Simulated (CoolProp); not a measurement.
Properties of R1233zd(E) along the isobar 3.81 MPa.

Model: reference Helmholtz-energy equation of state, Akasaka 2022, in CoolProp.

| T (°C) | phase | density (kg/m³) | cp (kJ/(kg K)) | cv (kJ/(kg K)) | expansivity (1/kK) | fugacity coefficient |
|---|---|---|---|---|---|---|
| 83.75 | liquid | 1123 | 1.308 | 0.8964 | 2.591 | ___ |
| 92.25 | liquid | ___ | 1.334 | ___ | ___ | ___ |
| 100.65 | liquid | 1071 | 1.361 | 0.9168 | 3.032 | 0.2543 |
| 109.15 | liquid | 1043 | ___ | 0.9272 | 3.336 | 0.2950 |
| 117.55 | liquid | 1012 | 1.432 | 0.9377 | ___ | 0.3382 |
| 126.05 | liquid | 978.7 | 1.479 | 0.9487 | 4.247 | 0.3846 |
| 134.45 | liquid | 941.7 | 1.542 | 0.9602 | 4.988 | 0.4328 |
| 142.95 | liquid | 898.4 | 1.634 | 0.9730 | 6.167 | 0.4834 |
| 151.35 | liquid | 846.3 | 1.790 | 0.9880 | 8.314 | 0.5346 |

Question: Complete the blanks.

Answer: 
- 83.75, fugacity coefficient: 0.1832
- 92.25, density (kg/m³): 1098
- 92.25, cv (kJ/(kg K)): 0.9067
- 92.25, expansivity (1/kK): 2.791
- 92.25, fugacity coefficient: 0.2173
- 109.15, cp (kJ/(kg K)): 1.394
- 117.55, expansivity (1/kK): 3.722
